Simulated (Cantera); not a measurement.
# Reactions in the system H-O-V

Cantera with NASA thermochemical tables; ideal gases at 1 bar, condensed phases pure. Values are per mole of reaction as written; species without (g) are pure solids or liquids, kept so even where they would boil at 1 bar.

V₂O₃ + 2 OH(g) → 2 H(g) + V₂O₅

| T (K) | ΔH° (kJ) | ΔS° (J/K) | ΔG° (kJ) | log10 K | condensed phases |
|---|---|---|---|---|---|
| 300 | 25.5 | -105.6 | 57.2 | -9.95 | V₂O₃(s), V₂O₅(s) |
| 1973 | 119.5 | -1.2 | 121.9 | -3.23 | V₂O₃(s), V₂O₅(l) |
| 2123 | 118.3 | -1.8 | 122.1 | -3.00 | V₂O₃(s), V₂O₅(l) |
| 2273 | 116.1 | -2.8 | 122.4 | -2.81 | V₂O₃(s), V₂O₅(l) |
| 2423 | -2.0 | -53.3 | 127.1 | -2.74 | V₂O₃(l), V₂O₅(l) |
| 2573 | -1.4 | -53.0 | 135.0 | -2.74 | V₂O₃(l), V₂O₅(l) |
| 2723 | -1.0 | -52.9 | 143.0 | -2.74 | V₂O₃(l), V₂O₅(l) |
| 2873 | -0.7 | -52.8 | 150.9 | -2.74 | V₂O₃(l), V₂O₅(l) |

3 H₂(g) + 2 V₂O₃ → 4 V + 6 OH(g)

```tsv
T (K)	ΔH° (kJ)	ΔS° (J/K)	ΔG° (kJ)	log10 K	condensed phases
300	2673.6	629.7	2484.7	-432.62	V₂O₃(s), V(s)
1973	2572.7	526.4	1534.0	-40.61	V₂O₃(s), V(s)
2123	2562.3	521.4	1455.5	-35.81	V₂O₃(s), V(s)
2273	2643.9	558.6	1374.1	-31.58	V₂O₃(s), V(l)
2423	2403.3	455.8	1298.9	-28.00	V₂O₃(l), V(l)
2573	2400.3	454.6	1230.6	-24.98	V₂O₃(l), V(l)
2723	2397.4	453.5	1162.5	-22.30	V₂O₃(l), V(l)
2873	2394.6	452.5	1094.6	-19.90	V₂O₃(l), V(l)
```
